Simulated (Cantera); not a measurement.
A perfectly stirred reactor is fed with CH₃OH : O₂ : N₂ = 1 : 2.59 : 9.72 (molar parts), at 5.40 bar; it is adiabatic with a 523 K inlet, and is followed from long to short residence time, starting on the burning branch (τ in s: 0.02, 0.0097, 0.0046, 0.0022, 0.0011, 0.00051, 0.00025, 0.00012, 5.6e-05).

Computed with Cantera and GRI-Mech 3.0 (53 species, 325 reactions). GRI-Mech 3.0 was tuned for natural gas; its chemistry of methanol as a main component is partial and can be far from experiment.

Q: What does this change do: CH3OH 1 to 0.63 parts?

A: 
```csv
quantity,before,after
"blow-out, bracketed by the residence times tried","burning at 0.120 ms, out at 56.0 µs","burning at 9.70 ms, out at 4.60 ms"
x(CH₃OH) at τ = 20.0 ms,4.90e-6,9.56e-5
x(O₂) at τ = 20.0 ms,0.0788,0.126
x(H₂O₂) at τ = 20.0 ms,2.08e-7,1.50e-6
x(H₂O) at τ = 20.0 ms,0.144,0.0946
x(NO) at τ = 20.0 ms,1.48e-5,1.25e-7
x(CH₃OH) at τ = 1.10 ms,3.96e-5,0.0487
x(O₂) at τ = 1.10 ms,0.0798,0.200
x(H₂O₂) at τ = 1.10 ms,6.87e-7,<1e-12
x(H₂O) at τ = 1.10 ms,0.143,<1e-12
x(NO) at τ = 1.10 ms,7.48e-6,<1e-12
```
